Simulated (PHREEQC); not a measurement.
**Acid rinse or clean: speciation**

A solution holds 0.052 mol/kgw HCl, 0.13 mol/kgw CuSO4 and 3.7e-05 mol/kgw MgCl2, at 25 °C. Closed to the air; pH follows from the charge balance.

Equilibrium calculation in PHREEQC: ion-association model, phreeqc.dat.

This is a speciation only: nothing precipitates in the calculation.

Problem. Estimate the pH.

Solution. pH 1.75.

Problem. In which forms is Cu present?

Solution. Cu+2 58 %, CuSO4 40 %, CuCl+ 2.2 % of the Cu.

Species that the database lacks are ignored.
